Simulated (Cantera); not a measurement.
Ignition delay

Mixture: CH4 : H2 : O2 : N2 : H2O = 1 : 0.061 : 3.44 : 12.9 : 1.3 (molar parts), at 9.90 bar, adiabatic and at constant pressure. Ignition delay is the time to a rise of 400 K.

Computed with Cantera and GRI-Mech 3.0 (53 species, 325 reactions).

```tsv
T0 (K)	delay (ms)
1300	0.762
1375	0.384
1450	0.199
1525	0.106
1600	0.0576
1675	0.0325
1750	0.0190
```

The apparent activation energy between 1600 and 1750 K comes out as 170 kJ/mol.
